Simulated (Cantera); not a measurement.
A perfectly stirred reactor is fed with 74.1 % NH3, 25.9 % H2, at 113 Torr; it is held at 2248 K, and followed from long to short residence time.

Computed with Cantera and the gas-phase N/H chemistry of the illustrative SiF4/NH3 mechanism in the Surface Chemkin manual (1991). Walls and surfaces, which speed up NH3 decomposition in real reactors, are not modelled.

x: mole fraction; the columns are a selection and need not sum to one.

```tsv
τ (s)	x NH3	x H2	x N2H4	x N2H2	x NH2	x H
8.6	0.000354	0.774	5.34e-12	5.04e-9	2.15e-5	0.0150
2.3	0.00141	0.777	3.88e-11	2.80e-8	5.78e-5	0.0102
0.61	0.0138	0.774	5.59e-10	1.95e-7	0.000219	0.00392
0.16	0.0638	0.739	…	8.72e-7	0.000576	0.00214
0.044	0.195	0.646	…	2.99e-6	0.00121	0.00129
0.012	0.421	0.485	…	7.65e-6	0.00205	0.000758
0.0031	0.620	0.343	…	1.27e-5	0.00267	0.000477
0.00084	0.705	0.283	…	1.38e-5	0.00281	0.000366
0.00022	0.732	0.264	…	9.27e-6	0.00241	0.000281
```

Question: Fill in the missing entries.

Answer: 
- 0.16, x N2H4: 3.88e-9
- 0.044, x N2H4: 1.72e-8
- 0.012, x N2H4: 4.89e-8
- 0.0031, x N2H4: 8.32e-8
- 0.00084, x N2H4: 9.23e-8
- 0.00022, x N2H4: 6.76e-8
